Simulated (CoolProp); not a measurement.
Acetone along the isobar 101 kPa: Z from the reference equation and from simpler models built on Tc = 235.0 °C, pc = 4692 kPa, ω = 0.307; each cubic takes its own stable root.

Values from CoolProp's reference Helmholtz-energy equation of state, Lemmon 2006. It is a short technical equation, of lower accuracy than the large ones.

```csv
T (°C),phase,reference,van der Waals,Redlich-Kwong,Soave-Redlich-Kwong,Peng-Robinson
39.35,liquid,0.002938,0.9800,0.9713,0.003754,0.003325
43.95,liquid,0.002915,0.9806,0.9724,0.003724,0.003298
48.65,liquid,0.002894,0.9813,0.9735,0.003695,0.003271
53.25,liquid,0.002873,0.9819,0.9745,0.003669,0.003247
57.95,gas,0.9497,0.9825,0.9755,0.9719,0.9708
62.55,gas,0.9531,0.9830,0.9764,0.9730,0.9719
67.25,gas,0.9563,0.9835,0.9773,0.9740,0.9730
71.95,gas,0.9592,0.9840,0.9781,0.9751,0.9740
76.55,gas,0.9617,0.9845,0.9789,0.9760,0.9749
81.25,gas,0.9641,0.9850,0.9797,0.9769,0.9759
85.85,gas,0.9662,0.9854,0.9804,0.9778,0.9767
90.55,gas,0.9681,0.9859,0.9811,0.9786,0.9776
95.15,gas,0.9699,0.9863,0.9817,0.9794,0.9784
```

At some of these states van der Waals, Redlich-Kwong gives the other phase, because its saturation line lies elsewhere.
